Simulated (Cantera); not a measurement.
Feed: 1 mol Si, 1.4 mol NH₃, 1.7 mol CO, 0.099 mol CO₂, equilibrated at 1725 K and 46000 Pa.

These are equilibrium values from Cantera (NASA tables, ideal gas, pure condensed phases), not measurements of a reactor. Candidate condensed phases: C, C₆H₆, C₇H₈, C₈H₁₈, H₂O, Si, SiC, SiO₂, Si₂N₂O, Si₃N₄; 151 gas species. The numbers say what is thermodynamically allowed, not how fast it happens.

Base state: H₂ 0.566, CO 0.377, N₂ 0.0543, SiO 0.00142, HCN 0.000735, H 0.000206, CH₄ 0.000147, C₂H₂ (acetylene) 5.22e-5 (mole fractions); condensed: C(graphite) + Si₂N₂O(s).

Task: What changes in the equilibrium state with this change: temperature from 1725 K to 1500 K?

Result: 
```
species                before     after
-------------------  --------  --------
H₂                      0.566     0.594
CO                      0.377     0.325
N₂                     0.0543    0.0803
SiO                   0.00142   1.45e-5
H                    0.000206   2.00e-5
C₂H₂ (acetylene)      5.22e-5   5.36e-6
HNC                   2.34e-5   3.90e-6
CO₂                   7.80e-6   3.22e-5
H₂O                   4.13e-5  0.000152
C(graphite), mol        0.400     0.651
Si₂N₂O(s), mol          0.497     0.416
SiO₂(β-quartz), mol         0     0.167
```
Mutual solubility and eutectic melting of coexisting phases are not modelled. The tables hold silica as quartz up to 1696 K and as liquid above; real silica turns to tridymite and cristobalite and melts near 1996 K.
